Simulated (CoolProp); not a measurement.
Vapour-liquid equilibrium of p-xylene (1) + n-nonane (2) at 338.5 K; x and y are mole fractions of (1).

The numbers come from the multi-fluid Helmholtz-energy mixture model, Zhou 2012 and Lemmon 2006; pair parameters Bell 2016 in CoolProp.

### Question
Give the bubble pressure and the first vapour's composition at x = 0.65, 0.8, 0.95. Is there an azeotrope?

### Answer
x = 0.65: 0.007509 MPa, y = 0.751; x = 0.8: 0.007999 MPa, y = 0.865; x = 0.95: 0.008490 MPa, y = 0.968. No azeotrope shows between x = 0.05 and 0.95.

Pair parameters are fitted to limited data, so mixtures are less certain than the pure fluids.
